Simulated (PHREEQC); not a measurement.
Consider water at 60 °C with 120 mmol/kgw Cu(NO3)2 and 0.11 mmol/kgw Na2SO4. Closed to the air; pH follows from the charge balance.

Computed with PHREEQC (ion-association model, wateq4f.dat).

The ionic strength comes out as 0.360 mol/kgw. What activity coefficients do Cu+2, Cu2(OH)2+2, NO3-, Na+, CuOH+ get?

Cu+2 0.25, Cu2(OH)2+2 0.26, NO3- 0.63, Na+ 0.70, CuOH+ 0.66.

Precipitation was switched off in this run. At this temperature some constants are extrapolated from 25 °C, and those without enthalpy data are left unchanged.
